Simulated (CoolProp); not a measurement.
The fluid at 656.7 K and 10.3 MPa flows at 0.9 m/s in a round tube of 20 mm bore and 0.25 µm roughness, fully developed (64/Re and Nu = 3.66 if laminar; Colebrook and Gnielinski if turbulent). The same conditions are run with several fluids, on thermodynamics alone (safety and materials aside).

Values from CoolProp's reference Helmholtz-energy equation of state of each fluid (oxygen: Schmidt 1985; normal hydrogen: Leachman 2009; nitrogen: Span 2000; dry air: Lemmon 2000; carbon dioxide: Span 1996). Blends and air are pseudo-pure fits.

**Question.** Rank oxygen, normal hydrogen, nitrogen, dry air, carbon dioxide by Reynolds number, highest first.

**Answer.** carbon dioxide (48100), nitrogen (28400), dry air (28100), oxygen (27600), normal hydrogen (4310)

```json
[
 {"fluid": "oxygen", "Darcy friction factor": "0.0240", "pressure drop (Pa/m)": "28.5", "heat-transfer coefficient (W/(m² K))": "181", "mass flow (kg/h)": "59.7"},
 {"fluid": "normal hydrogen", "Darcy friction factor": "0.0391", "pressure drop (Pa/m)": "2.92", "heat-transfer coefficient (W/(m² K))": "230", "mass flow (kg/h)": "3.75"},
 {"fluid": "nitrogen", "Darcy friction factor": "0.0238", "pressure drop (Pa/m)": "24.4", "heat-transfer coefficient (W/(m² K))": "169", "mass flow (kg/h)": "51.5"},
 {"fluid": "dry air", "Darcy friction factor": "0.0239", "pressure drop (Pa/m)": "25.4", "heat-transfer coefficient (W/(m² K))": "172", "mass flow (kg/h)": "53.4"},
 {"fluid": "carbon dioxide", "Darcy friction factor": "0.0211", "pressure drop (Pa/m)": "35.7", "heat-transfer coefficient (W/(m² K))": "256", "mass flow (kg/h)": "85.0"}
]
```

Above 300 K oxygen's equation is extrapolated.

Transport values come from each fluid's own correlations.
